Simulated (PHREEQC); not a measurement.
Make-up at 75 °C and 500 atm: 0.0042 mol HF, 0.0001 mol (CH3)4NF and 2.4e-07 mol H4SiO4 per kg of water. Closed to the air; pH follows from the charge balance.

All values are PHREEQC results (ion-association model, phreeqc.dat), not measurements.

This is a speciation only: nothing precipitates in the calculation.

Task: Estimate the pH, ionic strength.

Result: pH 3.01; ionic strength 0.00112 mol/kgw.

Task: In which forms is Si present?

Result: H4SiO4 99 %, SiF6-2 1.3 % of the Si.

Under pressure, the constants of complexes without a molar volume in the database are unreliable. (CH3)4N+ isn't in the database: it is added as a free cation with an ion size of 4 Å. Away from 25 °C the constants follow the database's enthalpies or fits; those with neither stay at their 25 °C values. SiF6-2 is the database's only silicon fluoride.
